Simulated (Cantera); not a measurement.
Feed: 1 mol SiH2Cl2, 6.5 mol H2, equilibrated at 1375 K and 1 atm.

Method: chemical equilibrium by Gibbs-energy minimisation in Cantera with the NASA 1993 tables (ideal gas, pure condensed phases). Candidate condensed phases: Si; 19 gas species. The tables' values for SiCl3 are old estimates; treat these amounts as uncertain. Equilibrium is a limit: real reactors are often held back by kinetics, nucleation or transport.

### Question
What is the equilibrium state?

### Answer
- x(H2) = 0.870
- x(HCl) = 0.0722
- x(SiCl4) = 0.0174
- x(SiCl2) = 0.0173
- x(SiHCl3) = 0.0134
- x(SiCl3) = 0.00809
- x(SiH2Cl2) = 0.00152
- x(SiH3Cl) = 4.96e-5
- x(H) = 3.18e-6
- n(Si(s)) = 0.527 mol
- gas amount = 8.201 mol
